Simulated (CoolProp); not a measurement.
R134a at 290.99 K and 18.9 MPa is throttled through a valve to 3.93 MPa with no heat exchange. Each further row changes one setting.

The numbers come from the reference Helmholtz-energy equation of state, Tillner-Roth 1994 in CoolProp.

```csv
case,temperature change (K),final density (kg/m³)
as stated,+2.7,1240
outlet pressure 1.18 MPa,+2.9,1230
outlet pressure 5.11 MPa,+2.5,1250
```
